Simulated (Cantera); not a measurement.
Input (Python, Cantera):

```python
import numpy as np
import cantera as ct

gas = ct.Solution("gri30.yaml")
gas.TPX = 2923, 8700, {'CH4': 0.027, 'H2': 1, 'O2': 0.013}
inlet = ct.Reservoir(gas, clone=True)

reactor = ct.IdealGasConstPressureReactor(gas, energy="off", clone=False)
exhaust = ct.Reservoir(gas, clone=True)
tau = [0.42, 0.15, 0.052, 0.018, 0.0063, 0.0022, 0.00078][0]
for a, b in ((inlet, reactor), (reactor, exhaust)):
    ct.MassFlowController(a, b, mdot=lambda t: reactor.mass / tau)
net = ct.ReactorNet([reactor])
show = ['CH4', 'H2', 'O2', 'O', 'CH2O', 'OH', 'C2H6']

rows = []
print(f"{'tau/s':>10s}{'T/K':>9s}" + "".join(f"{s:>11s}" for s in show))
for tau in [0.42, 0.15, 0.052, 0.018, 0.0063, 0.0022, 0.00078]:
    net.initial_time = 0.0
    net.advance(30 * tau)
    before = gas.X
    net.advance(40 * tau)
    drift = np.max(np.abs(gas.X - before) / (gas.X + 1e-9))
    rows.append([gas.T, *gas[show].X, drift])
    print(f"{tau:10.3e}{gas.T:9.1f}" + "".join(f"{x:11.3e}" for x in gas[show].X))
```

Output:

```
     tau/s      T/K        CH4         H2         O2          O       CH2O         OH       C2H6
 4.200e-01   2923.0  1.115e-06  6.476e-01  3.005e-08  2.098e-06  5.963e-10  6.631e-06  9.323e-14
 1.500e-01   2923.0  1.984e-06  6.593e-01  8.796e-08  4.923e-06  1.015e-09  1.643e-05  2.814e-13
 5.200e-02   2923.0  4.680e-06  6.900e-01  2.866e-07  1.033e-05  2.995e-09  3.997e-05  1.411e-12
 1.800e-02   2923.0  1.863e-05  7.541e-01  1.110e-06  1.679e-05  1.524e-08  9.173e-05  1.820e-11
 6.300e-03   2923.0  1.071e-04  8.304e-01  5.091e-06  1.938e-05  9.325e-08  1.801e-04  4.437e-10
 2.200e-03   2923.0  4.447e-04  8.741e-01  2.209e-05  1.956e-05  3.945e-07  2.824e-04  5.745e-09
 7.800e-04   2923.0  1.267e-03  8.938e-01  8.290e-05  1.921e-05  1.108e-06  3.614e-04  3.707e-08
```

Detailed kinetics in Cantera: GRI-Mech 3.0 (53 species, 325 reactions).
